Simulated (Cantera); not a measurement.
# Equilibrium for silicon oxide and oxynitride deposition: SiH4 + O2 + N2

Charge: 1 mol SiH4, 0.45 mol O2, 8.7 mol N2, equilibrated at 1475 K.

Equilibrium computed with Cantera from the NASA thermochemical tables; the gas is ideal and each condensed phase is pure. Candidate condensed phases: H2O, Si, SiO2, Si2N2O, Si3N4; 35 gas species. N2 is the only nitrogen source here; it is nearly inert below about 1500 K, so the nitride shown seldom forms there in practice. Mutual solubility and eutectic melting of coexisting phases are not modelled. The tables hold silica as quartz up to 1696 K and as liquid above; real silica turns to tridymite and cristobalite and melts near 1996 K. Equilibrium is a limit: real reactors are often held back by kinetics, nucleation or transport.

```json
[
 {"P (Pa)": "5", "x N2": "0.754", "x H2": "0.175", "x SiO": "0.0702", "x H": "0.000767", "x H2O": "4.68e-8", "x Si": "1.17e-5", "x NH3": "2.12e-10", "x SiH": "1.23e-7", "n Si2N2O(s)": "0.0999", "n SiO2(β-quartz)": "0"},
 {"P (Pa)": "26", "x N2": "0.754", "x H2": "0.175", "x SiO": "0.0702", "x H": "0.000337", "x H2O": "6.59e-6", "x Si": "8.29e-8", "x NH3": "1.11e-9", "x SiH": "1.99e-9", "n Si2N2O(s)": "0.100", "n SiO2(β-quartz)": "0"},
 {"P (Pa)": "140", "x N2": "0.801", "x H2": "0.191", "x SiO": "0.00774", "x H": "0.000152", "x H2O": "1.45e-5", "x Si": "4.53e-9", "x NH3": "7.02e-9", "x SiH": "2.65e-10", "n Si2N2O(s)": "0.340", "n SiO2(β-quartz)": "0.240"},
 {"P (Pa)": "710", "x N2": "0.806", "x H2": "0.193", "x SiO": "0.000886", "x H": "6.77e-5", "x H2O": "2.52e-5", "x Si": "3.02e-10", "x NH3": "3.62e-8", "x SiH": "3.98e-11", "n Si2N2O(s)": "0.364", "n SiO2(β-quartz)": "0.263"},
 {"P (Pa)": "3700", "x N2": "0.806", "x H2": "0.193", "x SiO": "9.81e-5", "x H": "2.97e-5", "x H2O": "4.38e-5", "x Si": "1.92e-11", "x NH3": "1.89e-7", "x SiH": "5.80e-12", "n Si2N2O(s)": "0.366", "n SiO2(β-quartz)": "0.266"},
 {"P (Pa)": "19000", "x N2": "0.806", "x H2": "0.193", "x SiO": "1.11e-5", "x H": "1.31e-5", "x H2O": "7.56e-5", "x Si": "1.26e-12", "x NH3": "9.71e-7", "x SiH": "<1e-12", "n Si2N2O(s)": "0.367", "n SiO2(β-quartz)": "0.266"},
 {"P (Pa)": "100000", "x N2": "0.806", "x H2": "0.193", "x SiO": "1.21e-6", "x H": "5.70e-6", "x H2O": "0.000131", "x Si": "<1e-12", "x NH3": "5.11e-6", "x SiH": "<1e-12", "n Si2N2O(s)": "0.367", "n SiO2(β-quartz)": "0.266"}
]
```
x: gas mole fraction; n: condensed amount in mol.

From 5.00e-5 bar to 0.000260 bar the condensed part is Si2N2O(s). From 0.00140 bar to 1.00 bar the condensed part is SiO2(β-quartz) + Si2N2O(s). The main Si-bearing gas is SiO throughout.
